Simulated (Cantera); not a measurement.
Charge: 1 mol CsCl, 0.48 mol O2, 33 mol H2, equilibrated at 25.0 mbar.

Cantera equilibrium calculation (NASA polynomials, part measured and part estimated; ideal gas, pure solids and liquids). Candidate condensed phases: Cs, CsCl, CsOH, H2O; 22 gas species. Rates play no part.

At 1850 K, list the 4 most abundant gas species with their mole fractions, and the condensed phases.

H2 0.936, H2O 0.0280, CsCl 0.0263, H 0.00330. Condensed: gas only.
